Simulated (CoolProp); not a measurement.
A simple Rankine cycle with R365MFC: condensing at 298.15 K, boiler at 0.364 MPa, turbine inlet 369.4 K, turbine efficiency 0.9, pump efficiency 0.7, no recuperator. Each further row changes one setting.

Model: reference Helmholtz-energy equation of state, Lemmon 2016, in CoolProp.

| case | thermal efficiency (%) | net work (kJ/kg) | heat in (kJ/kg) | turbine exit temperature (K) | volume ratio over the turbine |
|---|---|---|---|---|---|
| as stated | 11.7 | [?] | 265 | 335.1 | 6.29 |
| turbine inlet 389.4 K | 11.5 | 33.1 | [?] | 355.3 | 6.23 |
| condensing temperature 290.15 K | 13.2 | 36.4 | 275 | [?] | 8.69 |
| boiler pressure 0.255 MPa | 9.6 | 25.7 | 267 | 342.4 | 4.37 |
| turbine efficiency 0.8 | 10.4 | 27.5 | 265 | [?] | 6.36 |

Question: What belongs in the gaps?

Answer: 
- as stated, net work (kJ/kg): 30.9
- turbine inlet 389.4 K, heat in (kJ/kg): 288
- condensing temperature 290.15 K, turbine exit temperature (K): 329.6
- turbine efficiency 0.8, turbine exit temperature (K): 338.4
